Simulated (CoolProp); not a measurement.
n-butane at several states: density (kg/m³) from the reference equation and from simpler models built on Tc = 425.1 K, pc = 3.796 MPa, ω = 0.201; each cubic takes its own stable root.

Model: reference Helmholtz-energy equation of state, Bücker 2006, in CoolProp.

| T (K) | p (MPa) | phase | reference |
|---|---|---|---|
| 236.5 | 0.756 | liquid | 639.2 |
| 500.9 | 0.0892 | gas | 1.250 |
| 169 | 1.57 | liquid | 704.0 |

Q: How far does each simpler model (van der Waals, Redlich-Kwong, Soave-Redlich-Kwong) lie from the reference over these 3 states: mean and median of the absolute difference, and the worst?

A: 
- van der Waals: mean 25.5 %, median 37.9 %, worst -38.5 % at 169 K and 1.57 MPa
- Redlich-Kwong: mean 5.6 %, median 8.3 %, worst -8.6 % at 169 K and 1.57 MPa
- Soave-Redlich-Kwong: mean 4.9 %, median 6.6 %, worst -8.0 % at 169 K and 1.57 MPa
